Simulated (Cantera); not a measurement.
Charge: 1 mol SiHCl₃, 0.5 mol HCl, 110 mol H₂, at 180000 Pa.

Equilibrium computed with Cantera from the NASA thermochemical tables; the gas is ideal and each condensed phase is pure. Candidate condensed phases: Si; 19 gas species. Rates play no part.

Problem. Which condensed phases are stable at each of these points (T (K)): 925, 1000, 1075, 1150, 1225, 1300, 1375, 1450, 1525, 1600?

Solution. 
| T (K) | condensed phases | Si condensed (%) |
|---|---|---|
| 925 | gas only | 0.0 |
| 1000 | Si(s) | 6.3 |
| 1075 | Si(s) | 16.2 |
| 1150 | Si(s) | 29.1 |
| 1225 | Si(s) | 43.2 |
| 1300 | Si(s) | 55.7 |
| 1375 | Si(s) | 64.1 |
| 1450 | Si(s) | 68.4 |
| 1525 | Si(s) | 70.1 |
| 1600 | Si(s) | 70.4 |

At 925 K nothing is condensed. From 1000 K to 1600 K the condensed part is Si(s).
